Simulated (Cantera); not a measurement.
# Premixed flame

A freely propagating, adiabatic, planar premixed flame of 6.62 % CH4, 0.794 % CO, 17.1 % O2, 75.4 % N2, equivalence ratio 0.80, unburnt at 425 K and 2.37 atm; mixture-averaged transport, grid criteria slope 0.08 and curve 0.16, no radiation.

Cantera simulation using GRI-Mech 3.0 (53 species, 325 reactions); the numbers are that mechanism's predictions, not measurements. Burning velocities carry a grid error of a few per cent, more on coarse grids.

```csv
z (mm),T (K),u (m/s),x CH4,x CO,x O2,x CH2CO,x OH,x N2O
-0.973,426,0.253,0.0661,0.00794,0.171,<1e-8,<1e-8,<1e-8
-0.649,432,0.256,0.0657,0.00800,0.171,4.11e-8,<1e-8,<1e-8
-0.487,450,0.268,0.0646,0.00820,0.170,2.47e-7,<1e-8,<1e-8
-0.324,544,0.325,0.0595,0.00943,0.163,2.43e-6,3.82e-8,1.00e-8
-0.162,925,0.556,0.0393,0.0155,0.131,2.32e-5,4.42e-6,7.57e-8
-0.0811,1272,0.766,0.0206,0.0218,0.0983,5.76e-5,7.22e-5,1.66e-7
0,1610,0.968,0.00364,0.0252,0.0624,5.26e-5,0.00116,3.19e-7
0.0811,1750,1.05,0.000104,0.0167,0.0458,3.10e-6,0.00335,5.11e-7
0.162,1810,1.08,1.72e-6,0.00984,0.0411,5.81e-8,0.00379,6.31e-7
0.324,1872,1.11,<1e-8,0.00468,0.0380,<1e-8,0.00337,7.38e-7
0.649,1916,1.14,<1e-8,0.00197,0.0363,<1e-8,0.00240,7.68e-7
1.30,1938,1.15,<1e-8,0.000710,0.0357,<1e-8,0.00150,5.48e-7
2.60,1945,1.15,<1e-8,0.000285,0.0355,<1e-8,0.00103,2.88e-7
```
x: mole fraction of selected species; z is measured from the peak of heat release.

* **laminar burning velocity**: 25.2 cm/s
* **thermal thickness**: 0.324 mm
* **peak x(CH2CO)**: 7.17e-5
* **peak x(OH)**: 0.00379
* **grid points**: 134
